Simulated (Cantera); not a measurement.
**Gas-phase reforming**

An isothermal, constant-pressure homogeneous reactor starts with CH4 : H2O : H2 = 1 : 0.98 : 0.43 (molar parts), at 1823 K and 0.110 bar.

Detailed kinetics in Cantera: GRI-Mech 3.0 (53 species, 325 reactions).

```csv
t (s),x CH4,x H2O,x H2,x HCO,x C2H,x HO2,x CH2CO
1.00e-5,0.415,0.407,0.178,<1e-12,<1e-12,<1e-12,<1e-12
2.55e-5,0.414,0.407,0.179,4.82e-12,<1e-12,<1e-12,<1e-12
6.52e-5,0.413,0.406,0.179,1.68e-10,<1e-12,<1e-12,1.15e-12
0.000166,0.411,0.406,0.180,5.42e-9,3.54e-11,<1e-12,3.60e-10
0.000425,0.397,0.403,0.189,8.83e-8,4.39e-9,<1e-12,1.03e-7
0.00108,0.332,0.388,0.244,2.39e-7,1.70e-7,1.50e-12,9.87e-6
0.00277,0.215,0.350,0.358,1.68e-7,7.71e-7,1.77e-12,6.60e-5
0.00707,0.114,0.315,0.460,1.02e-7,1.34e-6,1.78e-12,9.95e-5
0.0181,0.0503,0.286,0.529,5.86e-8,1.79e-6,2.06e-12,0.000106
0.0461,0.0231,0.252,0.574,3.53e-8,1.96e-6,2.15e-12,9.17e-5
0.118,0.0160,0.202,0.616,2.47e-8,1.61e-6,1.42e-12,5.98e-5
0.300,0.0118,0.140,0.665,1.80e-8,1.08e-6,<1e-12,2.84e-5
0.767,0.00741,0.0810,0.710,1.46e-8,6.20e-7,<1e-12,9.87e-6
1.96,0.00395,0.0398,0.742,1.42e-8,3.15e-7,<1e-12,2.61e-6
5.00,0.00186,0.0168,0.760,1.48e-8,1.50e-7,<1e-12,5.80e-7
```
x: mole fraction; the columns are a selection and need not sum to one.

Equilibrium at this temperature and pressure: CH4 0.000171, H2O 1.31e-6, H2 0.773, HCO 1.57e-8, C2H 3.15e-8, HO2 <1e-12, CH2CO 7.78e-9 (gas phase only).
